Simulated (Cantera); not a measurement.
Mixture: CH4 : C2H6 : O2 : N2 = 1 : 0.18 : 1.64 : 6.18 (molar parts), equivalence ratio 1.6, at 640000 Pa, adiabatic and at constant pressure. Ignition delay is the time to a rise of 400 K.

Model: GRI-Mech 3.0 (53 species, 325 reactions), integrated in Cantera.

What does this change do: 0.5 parts H2O added?


```
quantity                                                before       after
--------------------------------------------------  ----------  ----------
delay at 1225 K                                       0.710 ms    0.731 ms
delay at 1300 K                                       0.315 ms    0.330 ms
delay at 1375 K                                       0.157 ms    0.169 ms
delay at 1450 K                                        84.3 µs     92.4 µs
delay at 1525 K                                        47.1 µs     52.2 µs
delay at 1600 K                                        27.2 µs     30.3 µs
delay at 1675 K                                        16.3 µs     18.1 µs
apparent activation energy between 1525 and 1675 K  150 kJ/mol  150 kJ/mol
```
